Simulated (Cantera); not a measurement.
# Cu₂O + C + CO (carbothermic reduction)

Charge: 1 mol Cu₂O, 0.46 mol C, 0.17 mol CO, equilibrated at 5.50 mbar.

Cantera equilibrium calculation (NASA polynomials, part measured and part estimated; ideal gas, pure solids and liquids). Candidate condensed phases: C, Cu, CuO, Cu₂O; 15 gas species. Rates play no part.

| T (K) | x CO₂ | x Cu | x CO | x O₂ | x O | n Cu(l) |
|---|---|---|---|---|---|---|
| 1375 | 0.857 | 0.000150 | 0.143 | 2.62e-9 | 4.39e-10 | 2.00 |
| 1475 | 0.856 | 0.000974 | 0.143 | 7.32e-8 | 1.05e-8 | 2.00 |
| 1575 | 0.853 | 0.00497 | 0.142 | 1.33e-6 | 1.67e-7 | 2.00 |
| 1675 | 0.839 | 0.0208 | 0.140 | 1.71e-5 | 1.90e-6 | 1.99 |
| 1775 | 0.794 | 0.0734 | 0.133 | 0.000163 | 1.65e-5 | 1.95 |
| 1875 | 0.659 | 0.226 | 0.113 | 0.00117 | 0.000111 | 1.81 |
| 1975 | 0.309 | 0.619 | 0.0639 | 0.00487 | 0.000519 | 0.947 |
| 2075 | 0.180 | 0.748 | 0.0571 | 0.0105 | 0.00161 | 0 |
| 2175 | 0.157 | 0.740 | 0.0771 | 0.0193 | 0.00432 | 0 |
| 2275 | 0.129 | 0.729 | 0.101 | 0.0289 | 0.00984 | 0 |
| 2375 | 0.0990 | 0.716 | 0.127 | 0.0371 | 0.0197 | 0 |
| 2475 | 0.0706 | 0.701 | 0.151 | 0.0415 | 0.0352 | 0 |
x: gas mole fraction; n: condensed amount in mol.

From 1375 K to 1975 K the condensed part is Cu(l). From 2075 K to 2475 K nothing is condensed. The main Cu-bearing gas is Cu throughout.
